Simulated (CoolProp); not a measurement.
Aqueous ethylene glycol as a coolant, 7 % by mass, freezing at -2.3 °C, 1 atm.

Values from CoolProp's Melinder's fits for secondary coolants.

```csv
T (°C),viscosity (mPa s),density (kg/m³),cp (kJ/(kg K)),conductivity (W/(m K))
1.1,2.07,1009,4.087,0.537
8.6,___,1009,4.086,0.549
16.1,___,___,4.086,___
23.5,1.08,1006,4.088,0.572
31,0.906,1004,4.091,___
38.5,0.773,___,___,0.592
```

Some entries are withheld; supply them.


- 8.6, viscosity (mPa s): 1.63
- 16.1, viscosity (mPa s): 1.31
- 16.1, density (kg/m³): 1007
- 16.1, conductivity (W/(m K)): 0.561
- 31, conductivity (W/(m K)): 0.582
- 38.5, density (kg/m³): 1001
- 38.5, cp (kJ/(kg K)): 4.095
